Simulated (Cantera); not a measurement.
## Thermodynamics of iron carbonyl, mercury and lead vapours, feed PbO + O2 + N2

A closed system holds: 1 mol PbO, 0.38 mol O2, 23 mol N2, held at 8.80 bar.

Equilibrium computed with Cantera from the NASA thermochemical tables; the gas is ideal and each condensed phase is pure. Candidate condensed phases: Pb, PbO, PbO2, Pb3O4; 12 gas species. Gases not in the tables: (PbO)n polymers. Kinetics and transport are ignored.

At 452 °C the condensed part is PbO(red). From 502 °C to 852 °C the condensed part is PbO(yellow). From 902 °C to 1052 °C the condensed part is PbO(l).

| T (°C) | x N2 | x O2 | x NO | x PbO | x NO2 | x Pb | n PbO(red) | n PbO(yellow) | n PbO(l) |
|---|---|---|---|---|---|---|---|---|---|
| 452 | 0.984 | 0.0163 | 1.50e-7 | <1e-12 | 9.49e-8 | <1e-12 | 1.00 | 0 | 0 |
| 502 | 0.984 | 0.0163 | 4.00e-7 | 2.04e-12 | 1.35e-7 | <1e-12 | 0 | 1.00 | 0 |
| 552 | 0.984 | 0.0163 | 9.44e-7 | 2.85e-11 | 1.85e-7 | <1e-12 | 0 | 1.00 | 0 |
| 602 | 0.984 | 0.0163 | 2.02e-6 | 2.93e-10 | 2.44e-7 | <1e-12 | 0 | 1.00 | 0 |
| 652 | 0.984 | 0.0163 | 3.99e-6 | 2.32e-9 | 3.13e-7 | <1e-12 | 0 | 1.00 | 0 |
| 702 | 0.984 | 0.0162 | 7.33e-6 | 1.47e-8 | 3.91e-7 | <1e-12 | 0 | 1.00 | 0 |
| 752 | 0.984 | 0.0162 | 1.27e-5 | 7.79e-8 | 4.78e-7 | 9.40e-12 | 0 | 1.000 | 0 |
| 802 | 0.984 | 0.0162 | 2.09e-5 | 3.50e-7 | 5.74e-7 | 8.40e-11 | 0 | 1.000 | 0 |
| 852 | 0.984 | 0.0162 | 3.30e-5 | 1.37e-6 | 6.78e-7 | 6.15e-10 | 0 | 1.000 | 0 |
| 902 | 0.984 | 0.0162 | 5.00e-5 | 4.58e-6 | 7.90e-7 | 3.65e-9 | 0 | 0 | 1.000 |
| 952 | 0.984 | 0.0162 | 7.32e-5 | 1.28e-5 | 9.10e-7 | 1.73e-8 | 0 | 0 | 1.000 |
| 1002 | 0.984 | 0.0162 | 0.000104 | 3.29e-5 | 1.04e-6 | 7.23e-8 | 0 | 0 | 0.999 |
| 1052 | 0.984 | 0.0162 | 0.000144 | 7.84e-5 | 1.17e-6 | 2.70e-7 | 0 | 0 | 0.998 |
x: gas mole fraction; n: condensed amount in mol.
